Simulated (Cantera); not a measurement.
An adiabatic, constant-volume homogeneous reactor starts with CO : H2 : CH4 : O2 : N2 = 1 : 0.26 : 0.035 : 0.636 : 2.39 (molar parts), at 1250 K and 1.00 atm.

Computed with Cantera and GRI-Mech 3.0 (53 species, 325 reactions).

### Question
Predict: time of steepest temperature rise; temperature at 6.00 s; equilibrium temperature; x(CO) at 6.00 s; x(H2) at 6.00 s; x(NO2) at 6.00 s; x(H2O2) at 6.00 s.

### Answer
- time of steepest temperature rise = 63.5 µs
- temperature at 6.00 s = 2863 K
- equilibrium temperature = 2863 K
- x(CO) at 6.00 s = 0.113 (gas-phase equilibrium 0.113)
- x(H2) at 6.00 s = 0.00704 (gas-phase equilibrium 0.00704)
- x(NO2) at 6.00 s = 4.76e-6 (gas-phase equilibrium 4.76e-6)
- x(H2O2) at 6.00 s = 2.32e-7 (gas-phase equilibrium 2.32e-7)
